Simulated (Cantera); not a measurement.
Feed: 1 mol CuO, 1.3 mol CH4, 0.54 mol N2, at 97.0 Pa.

These are equilibrium values from Cantera (NASA tables, ideal gas, pure condensed phases), not measurements of a reactor. Candidate condensed phases: C, C6H6, C7H8, C8H18, Cu, CuO, Cu(OH)2, Cu2O, H2O; 139 gas species. Kinetics and transport are ignored. All values below are at 1875 °C.

Base state: H2 0.436, CO 0.186, Cu 0.186, N2 0.0976, H 0.0883, HCN 0.00523, C2H2 (acetylene) 0.000834, HNC 0.000381 (mole fractions); condensed: C(graphite).

Task: What changes in the equilibrium state with this change: CuO replaced by PbO?

Result: 
```tsv
species	before	after
H2	0.436	0.436
Pb	0	0.186
CO	0.186	0.186
Cu	0.186	0
Cu2	1.43e-5	0
N2	0.0976	0.0976
H	0.0883	0.0883
HNC	0.000381	0.000381
C2H2 (acetylene)	0.000834	0.000834
HCN	0.00523	0.00523
C(graphite), mol	0.261	0.261
```
Further candidate phases: Pb, PbO, PbO2, Pb3O4.
